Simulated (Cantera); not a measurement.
A Cantera script and what it prints.

```python
import numpy as np
import cantera as ct

gas_names = [...]  # 77 gases of nasa_gas.yaml made of C, H, Ti
cond_names = """
    C(gr) C6H6(L) C7H8(L) C8H18(L),n-octa Ti(a) Ti(b) Ti(L) TiC(s) TiC(L)
""".split()


# ... load() reads the species with a 1 bar reference pressure and builds the phases ...
atoms = {
    'Ti': {'Ti': 1},
    'C3H8': {'C': 3, 'H': 8},
}
top_T = {'C(gr)': 4500}  # K; cautious upper limits of use, not melting points


# ... equilibrate(T, P, feed) seeds the gas with the atoms and calls Mixture.equilibrate('TP', solver="vcs", rtol=1e-11, max_steps=5000) ...
results = []
feed = {'Ti': 1, 'C3H8': 0.15}  # mol
T = 2150  # K
P = 14  # Pa
mix = equilibrate(T, P, feed)
results.append((T, P, feed, dict(zip(mix.species_names, mix.species_moles))))
x = sorted(zip(gas.X, gas.species_names), reverse=True)
print(f"T = {T:g} K  P = {P:g} Pa  gas = {mix.phase_moles(0):.4g} mol")
print("   x: " + "  ".join(f"{s} {v:.3e}" for v, s in x if v > 1e-06))
print("   condensed (mol): " + ("  ".join(f"{mix.phase(i).name} {mix.phase_moles(i):.4g}"
      for i in range(1, mix.n_phases) if mix.phase_moles(i) > 1e-12) or "none"))
```

Result:

```
T = 2150 K  P = 14 Pa  gas = 1.288 mol
   x: Ti 4.272e-01  H2 3.592e-01  H 2.136e-01
   condensed (mol): TiC(s) 0.45
```

Cantera equilibrium calculation (NASA polynomials, part measured and part estimated; ideal gas, pure solids and liquids). TiC: taken at fixed stoichiometry.
